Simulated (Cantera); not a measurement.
An isothermal, constant-pressure homogeneous reactor starts with 20.8 % CH4, 79.2 % CO2, at 2200 K and 10.0 bar.

Computed with Cantera and GRI-Mech 3.0 (53 species, 325 reactions).

x: mole fraction; the columns are a selection and need not sum to one.

```
t (s)       x CH4  x CO2   x H2O      x OH   x C2H
--------  -------  -----  ------  --------  ------
1.00e-5    0.0656  0.630  0.0578   8.60e-5     [?]
3.32e-5    0.0180  0.463   0.164  0.000169     [?]
0.000110  0.00390  0.326   0.217  0.000246     [?]
0.000367  0.00216  0.239   0.207  0.000182     [?]
0.00122   5.45e-5  0.209   0.203  0.000164     [?]
0.00405   2.57e-9  0.209   0.202  0.000168  <1e-12
0.0135    2.57e-9  0.209   0.202  0.000168  <1e-12
0.0447    2.57e-9  0.209   0.202  0.000168  <1e-12
0.149     2.57e-9  0.209   0.202  0.000168  <1e-12
0.494     2.57e-9  0.209   0.202  0.000168  <1e-12
1.64      2.57e-9  0.209   0.202  0.000168  <1e-12
5.45      2.57e-9  0.209   0.202  0.000168  <1e-12
18.1      2.57e-9  0.209   0.202  0.000168  <1e-12
60.2      2.57e-9  0.209   0.202  0.000168  <1e-12
200       2.57e-9  0.209   0.202  0.000168  <1e-12
```

Q: Some entries are withheld; supply them.

A: 
- 1.00e-5, x C2H: 9.59e-6
- 3.32e-5, x C2H: 1.44e-5
- 0.000110, x C2H: 1.21e-5
- 0.000367, x C2H: 2.31e-6
- 0.00122, x C2H: 1.92e-8
